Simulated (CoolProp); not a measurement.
A simple Rankine cycle with R236EA: condensing at 315.15 K, boiler at 1.9 MPa, turbine inlet 411 K, turbine efficiency 0.9, pump efficiency 0.8, no recuperator. Each further row changes one setting.

Model: reference Helmholtz-energy equation of state, Rui 2013, in CoolProp.

```
case                             thermal efficiency (%)  net work (kJ/kg)  heat in (kJ/kg)  turbine exit temperature (K)  volume ratio over the turbine
-------------------------------  ----------------------  ----------------  ---------------  ----------------------------  -----------------------------
as stated                                          11.8              26.2              222                         367.0                           5.78
condensing temperature 307.15 K                    13.1              30.4              232                         361.6                           7.42
boiler pressure 1.33 MPa                            9.6              22.1              230                         378.8                           3.82
turbine efficiency 0.8                             10.4              23.1              222                         370.1                           5.84
```
